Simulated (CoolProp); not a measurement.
Methanol along the isobar 101 kPa: fugacity coefficient from the reference equation and from simpler models built on Tc = 240.2 °C, pc = 8216 kPa, ω = 0.565; each cubic takes its own stable root.

Values from CoolProp's reference Helmholtz-energy equation of state, de Reuck 1993.

```csv
T (°C),phase,reference
6.25,liquid,0.05854
15.35,liquid,0.09889
24.35,liquid,0.1603
33.35,liquid,0.2515
42.35,liquid,0.3832
51.35,liquid,0.5682
60.35,liquid,0.8216
69.35,gas,0.9678
78.35,gas,0.9739
87.35,gas,0.9779
96.35,gas,0.9809
105.35,gas,0.9833
114.35,gas,0.9852
123.35,gas,0.9869
```

Q: How far does each simpler model (van der Waals, Redlich-Kwong, Soave-Redlich-Kwong, Peng-Robinson) lie from the reference over these 14 states: mean and median of the absolute difference, and the worst?

A: 
- van der Waals: mean 253.6 %, median 11.4 %, worst +1583.1 % at 6.25 °C and 101 kPa
- Redlich-Kwong: mean 185.6 %, median 11.0 %, worst +833.7 % at 6.25 °C and 101 kPa
- Soave-Redlich-Kwong: mean 6.8 %, median 2.4 %, worst -24.3 % at 6.25 °C and 101 kPa
- Peng-Robinson: mean 3.7 %, median 1.3 %, worst -15.3 % at 6.25 °C and 101 kPa

At some of these states van der Waals, Redlich-Kwong gives the other phase, because its saturation line lies elsewhere.
